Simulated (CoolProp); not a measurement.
Vapour-liquid equilibrium of dimethyl ether (1) + n-perfluorobutane (2) at 328 K; x and y are mole fractions of (1).

Computed with CoolProp (multi-fluid Helmholtz-energy mixture model, Wu 2011 and Gao 2022; pair parameters Bell 2016).

### Question
Give the bubble pressure and the first vapour's composition at x = 0.35, 0.65, 0.95. Is there an azeotrope?

### Answer
x = 0.35: 13.31 bar, y = 0.590; x = 0.65: 15.01 bar, y = 0.707; x = 0.95: 13.90 bar, y = 0.899. y crosses x between x = 0.65 and 0.8: the model has an azeotrope there.

The pair parameters rest on a limited set of measurements; away from them the model extrapolates. With so large a gap from Raoult's law the liquid may split in two, which this calculation doesn't test in full.
